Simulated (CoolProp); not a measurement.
Values from CoolProp's reference Helmholtz-energy equation of state, Thol 2019.

Q: Give the vapour pressure (bar), liquid density (kg/m³), liquid viscosity (µPa s) of saturated n-pentane at -28.55, -2.25 °C.

A: 
```tsv
T (°C)	p (bar)	liquid density (kg/m³)	liquid viscosity (µPa s)
-28.55	0.0556	672	308
-2.25	0.221	648	237
```

Viscosity comes from a separate model (Quiñones-Cisneros 2006), older than the equation that it now runs on, and unchecked against measurements.
